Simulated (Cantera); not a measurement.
Cantera run:

```python
import numpy as np
import cantera as ct

gas_names = [...]  # 58 gases of nasa_gas.yaml made of F, H, N, O, Si
cond_names = """
    H2O(s) H2O(L) Si(cr) Si(L) SiO2(Lqz) SiO2(hqz) SiO2(L) Si2N2O(s) Si3N4(a)
""".split()


# ... load() reads the species with a 1 bar reference pressure and builds the phases ...
atoms = {
    'SiF4': {'Si': 1, 'F': 4},
    'N2O': {'N': 2, 'O': 1},
    'H2': {'H': 2},
    'O3': {'O': 3},
}
top_T = {'Si2N2O(s)': 2100, 'Si3N4(a)': 2400}  # K; cautious upper limits of use, not melting points


# ... equilibrate(T, P, feed) seeds the gas with the atoms and calls Mixture.equilibrate('TP', solver="vcs", rtol=1e-11, max_steps=5000) ...
results = []
T = 775  # K
P = 18  # Pa
for m in [7.9, 17, 27, 36, 45, 55, 64, 74, 83, 92]:
    feed = {'SiF4': 1, 'N2O': 0.39, 'H2': m, 'O3': 6.6}  # mol
    mix = equilibrate(T, P, feed)
    results.append((T, P, feed, dict(zip(mix.species_names, mix.species_moles))))

top = {s: max(r[3][s] / sum(r[3][g] for g in gas_names) for r in results) for s in gas_names}
cols = sorted((s for s in top if top[s] > 1e-06), key=lambda s: -top[s])[:5]
seen = [c for c in cond_names if any(r[3].get(c, 0) > 1e-12 for r in results)]
print("log10 of partial pressures in bar; condensed amounts in mol")
print(f"{'n(H2)':>10s}" + "".join(f"{s[:9]:>10s}" for s in cols + seen))
for T, P, feed, n in results:
    ng = sum(n[g] for g in gas_names)
    print(f"{feed['H2']:10.4g}" + "".join(f"{np.log10(max(n[s] / ng * P / 1e5, 1e-99)):10.3f}" for s in cols)
          + "".join(f"{n.get(c, 0):10.4g}" for c in seen))
```

Result:

```
log10 of partial pressures in bar; condensed amounts in mol
     n(H2)        H2       H2O        O2        HF        N2 SiO2(Lqz)
       7.9   -15.906    -4.187    -4.172    -4.364    -5.369    0.9856
        17   -15.263    -3.890    -4.864    -4.465    -5.476    0.9982
        27    -4.380    -3.953   -26.755    -4.611    -5.622    0.9991
        36    -4.130    -4.069   -27.487    -4.727    -5.738    0.9993
        45    -4.026    -4.161   -27.878    -4.819    -5.829    0.9994
        55    -3.962    -4.244   -28.172    -4.902    -5.912    0.9995
        64    -3.925    -4.307   -28.372    -4.965    -5.976    0.9996
        74    -3.897    -4.368   -28.551    -5.026    -6.037    0.9997
        83    -3.878    -4.416   -28.685    -5.074    -6.085    0.9997
        92    -3.863    -4.460   -28.801    -5.118    -6.129    0.9997
```

Cantera equilibrium calculation (NASA polynomials, part measured and part estimated; ideal gas, pure solids and liquids).
